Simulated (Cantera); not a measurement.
A closed system holds: 1 mol SiC, 0.022 mol Si, a varied amount of H₂, equilibrated at 2300 K and 1000 Pa.

Method: chemical equilibrium by Gibbs-energy minimisation in Cantera with the NASA 1993 tables (ideal gas, pure condensed phases). Candidate condensed phases: C, C₆H₆, C₇H₈, C₈H₁₈, Si, SiC; 87 gas species. Mutual solubility and eutectic melting of coexisting phases are not modelled. Gases not in the tables: Si₂H₆ and higher silanes. Rates play no part.

x: gas mole fraction; n: condensed amount in mol.

```tsv
n(H₂) (mol)	x H₂	x Si	x H	x Si₂C	x SiH	x C₂H₂ (acetylene)	x Si₂	n Si(l)	n SiC(s)
0.061	0.806	0.0932	0.0869	0.00757	0.00307	7.19e-5	0.00180	0.0142	0.999
0.089	0.806	0.0932	0.0869	0.00757	0.00307	7.19e-5	0.00180	0.0107	0.999
0.13	0.806	0.0932	0.0869	0.00757	0.00307	7.19e-5	0.00180	0.00546	0.999
0.19	0.814	0.0860	0.0873	0.00699	0.00285	8.52e-5	0.00153	0	0.998
0.27	0.839	0.0633	0.0886	0.00514	…	0.000162	0.000830	0	0.998
0.39	0.858	0.0457	0.0896	0.00372	…	0.000317	0.000433	0	0.998
0.56	0.871	0.0335	0.0903	0.00272	…	0.000602	0.000232	0	0.997
0.81	0.879	0.0250	0.0907	0.00203	…	0.00108	0.000130	0	0.995
1.2	0.884	0.0195	0.0910	0.00158	…	0.00180	7.86e-5	0	0.990
1.7	0.886	0.0165	0.0911	0.00134	…	0.00251	5.67e-5	0	0.983
```

**Question.** What belongs in the gaps?

**Answer.** 
- 0.27, x SiH: 0.00213
- 0.39, x SiH: 0.00156
- 0.56, x SiH: 0.00115
- 0.81, x SiH: 0.000862
- 1.2, x SiH: 0.000673
- 1.7, x SiH: 0.000572
